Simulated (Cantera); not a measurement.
## Adiabatic ignition

An adiabatic, constant-pressure homogeneous reactor starts with 9.17 % CH4, 2.57 % C2H6, 1.47 % C3H8, 18.2 % O2, 68.6 % N2, equivalence ratio 1.9, at 1250 K and 37000 Pa.

Cantera simulation using GRI-Mech 3.0 (53 species, 325 reactions); the numbers are that mechanism's predictions, not measurements.

```csv
t (s),T (K),x CH4,x C2H6,x C3H8,x H2O,x C2H4,x NO
2.00e-6,1250,0.0917,0.0257,0.0147,1.63e-9,7.48e-8,<1e-12
4.80e-6,1250,0.0917,0.0257,0.0147,1.93e-8,3.93e-7,<1e-12
1.15e-5,1250,0.0917,0.0257,0.0147,1.33e-7,1.80e-6,<1e-12
2.76e-5,1250,0.0917,0.0257,0.0147,6.35e-7,6.73e-6,<1e-12
6.62e-5,1250,0.0917,0.0257,0.0146,3.14e-6,2.20e-5,<1e-12
0.000159,1250,0.0916,0.0256,0.0146,2.42e-5,8.24e-5,<1e-12
0.000381,1250,0.0915,0.0254,0.0144,0.000241,0.000449,<1e-12
0.000913,1253,0.0907,0.0243,0.0136,0.00181,0.00253,<1e-12
0.00219,1324,0.0813,0.0152,0.00745,0.0194,0.0163,7.84e-12
0.00525,2394,1.07e-8,<1e-12,<1e-12,0.126,2.23e-12,0.000228
0.0126,2378,2.26e-12,<1e-12,<1e-12,0.125,<1e-12,0.000227
0.0302,2375,2.04e-12,<1e-12,<1e-12,0.125,<1e-12,0.000202
0.0725,2376,2.03e-12,<1e-12,<1e-12,0.125,<1e-12,0.000177
0.174,2376,2.02e-12,<1e-12,<1e-12,0.125,<1e-12,0.000165
0.417,2376,2.02e-12,<1e-12,<1e-12,0.125,<1e-12,0.000164
1.00,2376,2.02e-12,<1e-12,<1e-12,0.125,<1e-12,0.000164
```
x: mole fraction; the columns are a selection and need not sum to one.

The time of steepest temperature rise comes out as 2.60 ms, the temperature at 1.00 s comes out as 2376 K and the equilibrium temperature is 2376 K. The x(CH4) at 1.00 s is 2.02e-12 (gas-phase equilibrium 2.27e-12) and the x(C2H6) at 1.00 s comes out as <1e-12 (gas-phase equilibrium <1e-12). The x(C3H8) at 1.00 s comes out as <1e-12 (gas-phase equilibrium <1e-12).
